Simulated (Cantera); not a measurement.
What does this Cantera script print?

```python
import numpy as np
import cantera as ct

gas = ct.Solution("gri30.yaml")
gas.TPX = 1625, 200000, {'CH4': 1, 'O2': 2, 'N2': 7.52, 'H2O': 0.51}
reactor = ct.IdealGasReactor(gas, energy="on", clone=False)
net = ct.ReactorNet([reactor])
net.rtol, net.atol = 1e-08, 1e-16
show = ['CH4', 'O2', 'H2O', 'C2H6', 'O', 'CH3', 'CO']
times = np.geomspace(8e-06, 0.2, 12)

steps = ct.SolutionArray(gas, extra=["t"])
rows = []
print(f"{'t/s':>10s}{'T/K':>9s}{'P/Pa':>11s}" + "".join(f"{s:>11s}" for s in show))
for t in times:
    while net.time < t:
        t_next = net.step()
        steps.append(gas.state, t=t_next)
    rows.append([np.interp(t, steps.t, y) for y in (steps.T, steps.P, *steps(*show).X.T)])
    print(f"{t:10.3e}{rows[-1][0]:9.1f}{rows[-1][1]:11.4g}" + "".join(f"{x:11.3e}" for x in rows[-1][2:]))
rate = np.gradient(steps.T, steps.t)
print("integrator steps:", len(steps.t))
if steps.T.max() > steps.T[0] + 200:
    print(f"time of steepest temperature rise: {steps.t[rate.argmax()]:.4e} s")
gas.TPX = 1625, 200000, {'CH4': 1, 'O2': 2, 'N2': 7.52, 'H2O': 0.51}
gas.equilibrate("UV")
print(f"equilibrium (UV): T = {gas.T:.1f} K  " + "  ".join(f"{s} {gas[s].X[0]:.3e}" for s in show))
```

It prints:

```
       t/s      T/K       P/Pa        CH4         O2        H2O       C2H6          O        CH3         CO
 8.000e-06   1624.9      2e+05  9.064e-02  1.813e-01  4.624e-02  3.086e-08  6.447e-08  1.984e-05  9.632e-09
 2.009e-05   1624.8      2e+05  9.058e-02  1.813e-01  4.627e-02  7.088e-07  1.389e-07  6.257e-05  2.012e-07
 5.043e-05   1625.0      2e+05  9.028e-02  1.811e-01  4.643e-02  1.928e-05  4.280e-07  2.144e-04  6.568e-06
 1.266e-04   1634.7  2.013e+05  8.755e-02  1.796e-01  4.817e-02  4.063e-04  1.920e-06  6.662e-04  3.320e-04
 3.179e-04   2955.2  3.832e+05  2.546e-14  2.272e-02  1.746e-01  1.536e-27  7.514e-03  1.896e-13  4.214e-02
 7.983e-04   2943.1  3.815e+05  2.808e-14  2.009e-02  1.751e-01  1.816e-27  6.775e-03  1.998e-13  4.252e-02
 2.004e-03   2942.3  3.813e+05  2.827e-14  1.991e-02  1.751e-01  1.837e-27  6.726e-03  2.005e-13  4.255e-02
 5.032e-03   2942.3  3.813e+05  2.827e-14  1.991e-02  1.751e-01  1.837e-27  6.726e-03  2.005e-13  4.255e-02
 1.264e-02   2942.3  3.813e+05  2.827e-14  1.991e-02  1.751e-01  1.837e-27  6.726e-03  2.005e-13  4.255e-02
 3.173e-02   2942.3  3.813e+05  2.827e-14  1.991e-02  1.751e-01  1.837e-27  6.726e-03  2.005e-13  4.255e-02
 7.966e-02   2942.3  3.813e+05  2.827e-14  1.991e-02  1.751e-01  1.837e-27  6.726e-03  2.005e-13  4.255e-02
 2.000e-01   2942.3  3.813e+05  2.827e-14  1.991e-02  1.751e-01  1.837e-27  6.726e-03  2.005e-13  4.255e-02
integrator steps: 1831
time of steepest temperature rise: 2.2259e-04 s
equilibrium (UV): T = 2942.3 K  CH4 3.638e-14  O2 1.991e-02  H2O 1.751e-01  C2H6 2.941e-27  O 6.726e-03  CH3 2.581e-13  CO 4.255e-02
```

Detailed kinetics in Cantera: GRI-Mech 3.0 (53 species, 325 reactions).
